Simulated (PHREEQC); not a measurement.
Make-up at 20 °C: 0.012 mol NH4HS and 0.0019 mol NaHCO3 per kg of water. Closed to the air; pH follows from the charge balance.

The numbers come from PHREEQC with the ion-association model, phreeqc.dat.

```csv
quantity,before,after
pH,8.21,7.16
ionic strength (mol/kgw),0.0133,0.0116
NH4+ (mol/kgw),0.0114,0.00971
NH3 (mol/kgw),0.000643,0.00229
```

**Question.** Which change was made?
A) 0.0014 mol/kgw CO2 added
B) NH4HS replaced by NH4Br at the same molality
C) temperature from 20 to 85 °C
D) diluted 10-fold with water
E) NaHCO3 left out

**Answer.** C, temperature from 20 to 85 °C

This is a speciation only: nothing precipitates in the calculation. At this temperature some constants are extrapolated from 25 °C, and those without enthalpy data are left unchanged.
